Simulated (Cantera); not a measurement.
Cantera run:

```python
import numpy as np
import cantera as ct

gas_names = [...]  # 151 gases of nasa_gas.yaml made of C, H, N, O, Si
cond_names = """
    C(gr) C6H6(L) C7H8(L) C8H18(L),n-octa H2O(s) H2O(L) Si(cr) Si(L) SiC(b) SiO2(Lqz) SiO2(hqz) SiO2(L)
    Si2N2O(s) Si3N4(a)
""".split()


# ... load() reads the species with a 1 bar reference pressure and builds the phases ...
atoms = {
    'HMDSO': {'Si': 2, 'C': 6, 'H': 18, 'O': 1},
    'H2O': {'H': 2, 'O': 1},
    'H2': {'H': 2},
    'N2O': {'N': 2, 'O': 1},
}
top_T = {'C(gr)': 4500, 'SiC(b)': 3050, 'Si2N2O(s)': 2100, 'Si3N4(a)': 2400}  # K; cautious upper limits of use, not melting points


# ... equilibrate(T, P, feed) seeds the gas with the atoms and calls Mixture.equilibrate('TP', solver="vcs", rtol=1e-11, max_steps=5000) ...
results = []
T = 1123  # K
P = 72000  # Pa
for m in [1.2, 1.7, 2.4, 3.4, 4.7, 6.6, 9.3, 13, 18, 26, 36, 50, 70]:
    feed = {'HMDSO': 1, 'H2O': 0.22, 'H2': m, 'N2O': 31}  # mol
    mix = equilibrate(T, P, feed)
    results.append((T, P, feed, dict(zip(mix.species_names, mix.species_moles))))

top = {s: max(r[3][s] / sum(r[3][g] for g in gas_names) for r in results) for s in gas_names}
cols = sorted((s for s in top if top[s] > 0.001), key=lambda s: -top[s])[:8]
seen = [c for c in cond_names if any(r[3].get(c, 0) > 1e-12 for r in results)]
print("log10 of partial pressures in bar; condensed amounts in mol")
print(f"{'n(H2)':>10s}" + "".join(f"{s[:9]:>10s}" for s in cols + seen))
for T, P, feed, n in results:
    ng = sum(n[g] for g in gas_names)
    print(f"{feed['H2']:10.4g}" + "".join(f"{np.log10(max(n[s] / ng * P / 1e5, 1e-99)):10.3f}" for s in cols)
          + "".join(f"{n.get(c, 0):10.4g}" for c in seen))
```

Output:

```
log10 of partial pressures in bar; condensed amounts in mol
     n(H2)        N2        H2       H2O       CO2        O2        CO SiO2(hqz)
       1.2    -0.353    -8.774    -0.827    -1.066    -1.382    -8.975         2
       1.7    -0.355    -8.735    -0.808    -1.068    -1.424    -8.957         2
       2.4    -0.358    -8.679    -0.784    -1.071    -1.488    -8.927         2
       3.4    -0.362    -8.592    -0.753    -1.076    -1.599    -8.876         2
       4.7    -0.368    -8.455    -0.716    -1.081    -1.799    -8.782         2
       6.6    -0.376    -8.023    -0.668    -1.089    -2.567    -8.405         2
       9.3    -0.396    -1.656    -0.661    -1.155   -15.287    -2.111         2
        13    -0.424    -1.247    -0.670    -1.247   -16.123    -1.786         2
        18    -0.459    -1.000    -0.688    -1.358   -16.652    -1.631         2
        26    -0.510    -0.794    -0.720    -1.507   -17.130    -1.542         2
        36    -0.566    -0.651    -0.762    -1.662   -17.499    -1.512         2
        50    -0.635    -0.536    -0.819    -1.839   -17.843    -1.517         2
        70    -0.717    -0.441    -0.891    -2.040   -18.176    -1.552         2
```

Cantera equilibrium calculation (NASA polynomials, part measured and part estimated; ideal gas, pure solids and liquids). The feed counts by its element totals alone.
